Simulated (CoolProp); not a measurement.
Vapour-liquid equilibrium of R134a (1) + R141b (2) at 18.25 °C; x and y are mole fractions of (1).

The numbers come from the multi-fluid Helmholtz-energy mixture model, Tillner-Roth 1994 and Lemmon 2006; pair parameters Bell 2016 in CoolProp.

| x | bubble pressure (kPa) | y at the bubble point | dew pressure at overall composition x (kPa) | liquid density (mol/L) |
|---|---|---|---|---|
| 0.05 | 98.18 | 0.402 | 63.78 | 10.73 |
| 0.2 | 199.8 | 0.739 | 75.00 | 10.94 |
| 0.35 | 283.1 | 0.839 | 90.94 | 11.14 |
| 0.5 | 350.1 | 0.889 | 115.4 | 11.34 |
| 0.65 | 406.8 | 0.922 | 157.3 | 11.54 |
| 0.8 | 460.7 | 0.952 | 244.4 | 11.75 |
| 0.95 | 519.5 | 0.986 | 456.7 | 11.99 |

No azeotrope shows between x = 0.05 and 0.95.

Pair parameters are fitted to limited data, so mixtures are less certain than the pure fluids.
